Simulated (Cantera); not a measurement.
Charge: 1 mol TiCl₄, 0.56 mol C₃H₈, at 1225 K and 338 Torr.

Cantera equilibrium calculation (NASA polynomials, part measured and part estimated; ideal gas, pure solids and liquids). Candidate condensed phases: C, C₆H₆, C₇H₈, C₈H₁₈, Ti, TiC, TiCl₂, TiCl₃, TiCl₄; 96 gas species. TiC: taken at fixed stoichiometry. Equilibrium is a limit: real reactors are often held back by kinetics, nucleation or transport.

Base state: H₂ 0.522, HCl 0.240, TiCl₄ 0.205, TiCl₃ 0.0307, CH₄ 0.00161 (mole fractions); condensed: C(graphite) + TiC(s).

Q: What changes in the equilibrium state with this change: TiCl₄ replaced by Ti(OiPr)₄?

A: 
| species | before | after |
|---|---|---|
| H₂ | 0.522 | 0.873 |
| CO | 0 | 0.121 |
| CH₄ | 0.00161 | 0.00451 |
| HCl | 0.240 | 0 |
| TiCl₄ | 0.205 | 0 |
| TiCl₃ | 0.0307 | 0 |
| H₂O | 0 | 0.000937 |
| CO₂ | 0 | 8.86e-5 |
| C(graphite), mol | 1.49 | 11.4 |
| TiC(s), mol | 0.182 | 0 |
| Ti₄O₇(s), mol | 0 | 0.250 |
The feed counts by its element totals alone. Condensed phases not in the tables: Magnéli phases beyond Ti₄O₇. Further candidate phases: H₂O, TiO, TiO₂, Ti₂O₃, Ti₃O₅, Ti₄O₇.

Q: What changes in the equilibrium state with this change: temperature from 1225 K to 1750 K?

A: 
```
species            before     after
----------------  -------  --------
HCl                 0.240     0.547
H₂                  0.522     0.306
TiCl₃              0.0307    0.0975
TiCl₄               0.205    0.0484
Cl                1.33e-7  0.000264
H                 3.36e-7  0.000192
C(graphite), mol     1.49      1.25
TiC(s), mol         0.182     0.433
```
The tables' values for TiCl₂ are old estimates; treat these amounts as uncertain.

Q: What changes in the equilibrium state with this change: temperature from 1225 K to 1823.15 K?

A: 
```json
[
 {"species": "HCl", "before": "0.240", "after": "0.571"},
 {"species": "H₂", "before": "0.522", "after": "0.288"},
 {"species": "TiCl₃", "before": "0.0307", "after": "0.0998"},
 {"species": "TiCl₄", "before": "0.205", "after": "0.0379"},
 {"species": "Cl", "before": "1.33e-7", "after": "0.000525"},
 {"species": "H", "before": "3.36e-7", "after": "0.000347"},
 {"species": "C₂H₂ (acetylene)", "before": "8.48e-8", "after": "6.10e-5"},
 {"species": "TiCl₂", "before": "2.22e-6", "after": "0.00154"},
 {"species": "CH₄", "before": "0.00161", "after": "2.67e-5"},
 {"species": "C(graphite), mol", "before": "1.49", "after": "1.22"},
 {"species": "TiC(s), mol", "before": "0.182", "after": "0.457"}
]
```
The tables' values for TiCl₂ are old estimates; treat these amounts as uncertain.
